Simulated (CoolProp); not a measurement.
R115 along the isobar 4940 kPa: Z from the reference equation and from simpler models built on Tc = 80.0 °C, pc = 3129 kPa, ω = 0.248; each cubic takes its own stable root.

Computed with CoolProp (reference Helmholtz-energy equation of state, Lemmon 2016).

| T (°C) | phase | reference |
|---|---|---|
| 18.65 | liquid | 0.2320 |
| 39.35 | liquid | 0.2323 |
| 60.05 | liquid | 0.2386 |
| 80.75 | supercritical | 0.2585 |
| 101.45 | supercritical | 0.3462 |
| 122.15 | supercritical | 0.5372 |
| 142.85 | supercritical | 0.6536 |
| 163.65 | supercritical | 0.7295 |

### Question
How far does each simpler model (van der Waals, Redlich-Kwong, Soave-Redlich-Kwong, Peng-Robinson) lie from the reference over these 8 states: mean and median of the absolute difference, and the worst?

### Answer
- van der Waals: mean 29.3 %, median 26.7 %, worst +51.2 % at 18.65 °C and 4940 kPa
- Redlich-Kwong: mean 9.0 %, median 8.2 %, worst +15.6 % at 80.75 °C and 4940 kPa
- Soave-Redlich-Kwong: mean 8.9 %, median 7.3 %, worst +15.8 % at 80.75 °C and 4940 kPa
- Peng-Robinson: mean 3.0 %, median 2.5 %, worst +7.2 % at 101.45 °C and 4940 kPa
